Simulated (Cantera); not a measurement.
A closed system holds: 1 mol Si₂H₆, 1.9 mol NO, 2.3 mol H₂, equilibrated at 598 K and 7.50 Torr.

Method: chemical equilibrium by Gibbs-energy minimisation in Cantera with the NASA 1993 tables (ideal gas, pure condensed phases). Candidate condensed phases: H₂O, Si, SiO₂, Si₂N₂O, Si₃N₄; 35 gas species. The feed counts by its element totals alone. Rates play no part.

Base state: H₂ 0.955, N₂ 0.0450, NH₃ 8.53e-5 (mole fractions); condensed: SiO₂(α-quartz) + Si₂N₂O(s).

Q: What changes in the equilibrium state with this change: temperature from 598 K to 1598 K?

A: 
```json
[
 {"species": "H₂", "before": "0.955", "after": "0.914"},
 {"species": "N₂", "before": "0.0450", "after": "0.0538"},
 {"species": "SiO", "before": "<1e-9", "after": "0.0321"},
 {"species": "H", "before": "<1e-9", "after": "0.000509"},
 {"species": "NH₃", "before": "8.53e-5", "after": "9.50e-8"},
 {"species": "SiO₂(α-quartz), mol", "before": "0.600", "after": "0"},
 {"species": "Si₂N₂O(s), mol", "before": "0.700", "after": "0.638"},
 {"species": "SiO₂(β-quartz), mol", "before": "0", "after": "0.538"}
]
```
Mutual solubility and eutectic melting of coexisting phases are not modelled. The tables hold silica as quartz up to 1696 K and as liquid above; real silica turns to tridymite and cristobalite and melts near 1996 K.
